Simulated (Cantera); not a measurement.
An adiabatic, constant-pressure homogeneous reactor starts with 2.75 % CH₄, 3.30 % CO, 14.9 % O₂, 56.2 % N₂, 22.9 % H₂O, at 1500 K and 9.60 bar.

Cantera simulation using GRI-Mech 3.0 (53 species, 325 reactions); the numbers are that mechanism's predictions, not measurements.

### Question
Predict: time of steepest temperature rise; temperature at 2.00 s; equilibrium temperature; x(CO) at 2.00 s; x(O₂) at 2.00 s; x(H₂) at 2.00 s; x(NO) at 2.00 s.

### Answer
```json
{
  "time_of_steepest_temperature_rise": "0.174 ms",
  "temperature at 2.00 s": "2229 K",
  "equilibrium_temperature": "2229 K",
  "x(CO) at 2.00 s": "0.000530 (gas-phase equilibrium 0.000530)",
  "x(O₂) at 2.00 s": "0.0747 (gas-phase equilibrium 0.0747)",
  "x(H₂) at 2.00 s": "0.000462 (gas-phase equilibrium 0.000462)",
  "x(NO) at 2.00 s": "0.00684 (gas-phase equilibrium 0.00684)"
}
```
